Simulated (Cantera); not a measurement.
A freely propagating, adiabatic, planar premixed flame of CH3OH : O2 : N2 = 1 : 1.36 : 5.13 (molar parts), unburnt at 450 K and 101000 Pa; mixture-averaged transport, grid criteria slope 0.08 and curve 0.16, no radiation.

Model: GRI-Mech 3.0 (53 species, 325 reactions), integrated in Cantera. GRI-Mech 3.0 was tuned for natural gas; its chemistry of methanol as a main component is partial and can be far from experiment. Burning velocities carry a grid error of a few per cent, more on coarse grids.

x: mole fraction of selected species; z is measured from the peak of heat release.

```csv
z (mm),T (K),u (m/s),x CH3OH,x O2,x CO,x CO2,x HO2,x C2H
-0.807,450,0.913,0.133,0.181,5.81e-6,2.33e-7,1.51e-7,<1e-8
-0.538,452,0.921,0.133,0.180,9.01e-5,5.46e-6,2.35e-6,<1e-8
-0.404,460,0.941,0.132,0.179,0.000418,3.32e-5,1.11e-5,<1e-8
-0.269,[?],1.07,0.128,0.173,0.00283,0.000339,8.25e-5,<1e-8
-0.135,[?],1.85,0.0980,0.142,0.0213,0.00418,0.000860,<1e-8
-0.0673,[?],2.78,0.0548,0.106,0.0466,0.0110,0.00241,<1e-8
0,1668,3.82,0.00794,0.0650,0.0767,0.0232,0.00173,<1e-8
0.0673,1809,4.17,8.68e-5,0.0402,0.0756,0.0384,5.35e-5,<1e-8
0.135,1857,4.26,2.77e-7,0.0271,0.0639,0.0520,1.19e-5,<1e-8
0.269,1921,4.37,<1e-8,0.0181,0.0497,0.0683,7.59e-6,<1e-8
0.538,1999,4.51,<1e-8,0.0138,0.0410,0.0784,5.21e-6,<1e-8
1.08,2083,4.68,<1e-8,0.0106,0.0378,0.0824,3.45e-6,<1e-8
2.15,2162,4.83,<1e-8,0.00760,0.0351,0.0857,2.10e-6,<1e-8
```

Q: Complete the blanks.

A: 
- -0.269, T (K): 515
- -0.135, T (K): 864
- -0.0673, T (K): 1255
